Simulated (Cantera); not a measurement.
A closed system holds: 1 mol trisilylamine, 5.2 mol NH₃, at 800 °C and 3.40 mbar.

These are equilibrium values from Cantera (NASA tables, ideal gas, pure condensed phases), not measurements of a reactor. Candidate condensed phases: Si, Si₃N₄; 18 gas species. The feed counts by its element totals alone. Rates play no part.

Base state: H₂ 0.918, N₂ 0.0821 (mole fractions); condensed: Si₃N₄(s).

What changes in the equilibrium state with this change: temperature from 800 °C to 1752 °C?


```
species         before     after
-------------  -------  --------
H₂               0.918     0.758
N₂              0.0821     0.195
H              2.31e-7    0.0287
Si               <1e-9    0.0171
SiH              <1e-9  0.000557
Si₂              <1e-9  0.000188
Si₂N             <1e-9  0.000139
SiN              <1e-9  0.000108
SiH₂             <1e-9   9.27e-5
Si₃N₄(s), mol     1.00         0
Si(l), mol           0      2.70
```
The tables' values for SiN are old estimates; treat these amounts as uncertain. Gases not in the tables: Si₂H₆ and higher silanes.
